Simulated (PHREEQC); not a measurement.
Dissolve 11 mmol/kgw CaSO4, 5.1 mmol/kgw Na2SO4 and 0.83 mmol/kgw NaCl at 20 °C. Closed to the air; pH follows from the charge balance.

Model: ion-association model, phreeqc.dat, run in PHREEQC.

Each row changes one thing in this solution. No solid was allowed to form.

```
case                                             pH  ionic strength (mol/kgw)  SO4-2 (mol/kgw)  Ca+2 (mol/kgw)  CaSO4 (mol/kgw)  NaSO4- (mol/kgw)  SI of Gypsum (CaSO4:2H2O)  SI of Halite (NaCl)
---------------------------------------------  ----  ------------------------  ---------------  --------------  ---------------  ----------------  -------------------------  -------------------
as made                                        7.15                    0.0452           0.0122         0.00742          0.00358          0.000302                      -0.09                -6.78
Na2SO4 left out                                7.12                    0.0328                ?         0.00801                ?           1.64e-5                      -0.17                -7.88
NaCl replaced by AlCl3 at the same molality    4.74                    0.0456           0.0116         0.00756          0.00344          0.000265                      -0.11                -6.34
Na2SO4 replaced by NaHS at the same molality   9.32                    0.0384          0.00805         0.00817          0.00283          0.000113                      -0.20                -7.04
diluted 10-fold with water                     7.10                   0.00547          0.00147        0.000968         0.000132           5.75e-6                      -1.53                -8.67
0.00024 mol/kgw Na3PO4 added                   9.64                    0.0455           0.0123         0.00727          0.00351          0.000323                      -0.10                -6.75
Na2SO4 replaced by MnSO4 at the same molality  6.79                    0.0457                ?         0.00764          0.00336           2.09e-5                      -0.12                -7.91
```

Problem. What belongs in the gaps?

Solution. 
- Na2SO4 left out, SO4-2 (mol/kgw): 0.00800
- Na2SO4 left out, CaSO4 (mol/kgw): 0.00299
- Na2SO4 replaced by MnSO4 at the same molality, SO4-2 (mol/kgw): 0.0112

Some of these states are supersaturated (in Gibbsite (slow to form), Hydroxyapatite, for instance).
